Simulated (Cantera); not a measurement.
Cantera run, input and output.

```python
import numpy as np
import cantera as ct

surf = ct.Interface("diamond.yaml", "diamond_100")
gas, bulk = surf.adjacent["gas"], surf.adjacent["diamond"]
k = surf.kinetics_species_index(bulk.species_names[0])
cover = ["c6HH", "c6H*", "c6*H", "c6**", "c6HM", "c6B"]

rows, drift = [], 0.0
print(f"{'P':>10s}{'um/h':>11s}" + "".join(f"{s:>11s}" for s in cover))
for v in [530, 950, 1700, 3100, 5600, 10000, 18000, 33000]:
    T, P, xH, xCH3 = 1350, v, 0.016, 4.7e-05
    gas.TPX = T, P, {"H": xH, "CH3": xCH3, "CH4": 0.0043, "H2": 1 - xH - xCH3 - 0.0043}
    surf.TP = bulk.TP = T, P
    surf.coverages = "c6H*:0.1, c6HH:0.9"
    surf.advance_coverages(100.0)
    before = surf.coverages
    surf.advance_coverages(100.0)
    drift = max(drift, np.max(np.abs(surf.coverages - before) / (surf.coverages + 1e-9)))
    rate = surf.net_production_rates[k] * bulk.mean_molecular_weight / bulk.density * 3.6e9
    rows.append([rate, *surf[cover].coverages])
    print(f"{v:10.4g}{rate:11.4e}" + "".join(f"{x:11.3e}" for x in rows[-1][1:]))
```

Output:

```
         P       um/h       c6HH       c6H*       c6*H       c6**       c6HM        c6B
       530 4.1498e-02  3.523e-01  5.457e-02  5.380e-01  5.505e-02  4.509e-06  1.126e-10
       950 8.6463e-02  3.523e-01  5.458e-02  5.380e-01  5.505e-02  8.325e-06  2.346e-10
      1700 1.7844e-01  3.523e-01  5.461e-02  5.379e-01  5.505e-02  1.504e-05  4.842e-10
      3100 3.8515e-01  3.523e-01  5.465e-02  5.379e-01  5.506e-02  2.712e-05  1.045e-09
      5600 8.5624e-01  3.523e-01  5.472e-02  5.377e-01  5.508e-02  4.722e-05  2.323e-09
     1e+04 1.9586e+00  3.523e-01  5.486e-02  5.375e-01  5.512e-02  7.861e-05  5.315e-09
   1.8e+04 4.6634e+00  3.522e-01  5.511e-02  5.372e-01  5.520e-02  1.255e-04  1.265e-08
   3.3e+04 1.1382e+01  3.522e-01  5.558e-02  5.365e-01  5.535e-02  1.894e-04  3.089e-08
```

Computed with Cantera and the Harris–Goodwin 1993 mechanism for the reconstructed diamond (100) surface.
